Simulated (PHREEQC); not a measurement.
Synthetic water in mg/kgw, 20 °C, pH 4.1, pe 12.4:

| constituent | mg/kgw |
|---|---|
| Na | 62.9 |
| K | 93.1 |
| Ca | 115 |
| Mg | 27.7 |
| Cl | 12 |
| S(6) as SO4 | 603 |
| Si as SiO2 | 0.651 |
| Sr | 13 |
| Al | 0.0786 |
| Fe(3) | 2.03 |
| B | 3.82 |

Valence states are taken as typed.

All values are PHREEQC results (ion-association model, wateq4f.dat), not measurements.

Task: The ionic strength comes out as 0.0192 mol/kgw. What activity coefficients do FeOH+2, HSO4-, H+, Na+, AlSO4+ get?

Result: FeOH+2 0.59, HSO4- 0.87, H+ 0.89, Na+ 0.87, AlSO4+ 0.87.

No solid was allowed to form. Examples of supersaturated solids here: Jarosite-K, Fe(OH)3(a). Others may be too.
